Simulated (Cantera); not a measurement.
**MgO + CO (carbothermic reduction)**

Charge: 1 mol MgO, 6.7 mol CO, held at 2152 °C and 1.00 bar.

Cantera equilibrium calculation (NASA polynomials, part measured and part estimated; ideal gas, pure solids and liquids). Candidate condensed phases: C, Mg, MgCO3, MgO; 15 gas species. The numbers say what is thermodynamically allowed, not how fast it happens.

* **x(CO)**: 0.962
* **x(Mg)**: 0.0188
* **x(CO2)**: 0.0188
* **x(MgO)**: 1.99e-5
* **x(O)**: 4.73e-6
* **n(MgO(s))**: 0.871 mol
* **gas amount**: 6.829 mol
* **log10 activity of C(graphite) (absent)**: -3.62
* **log10 activity of Mg(l) (absent)**: -3.77
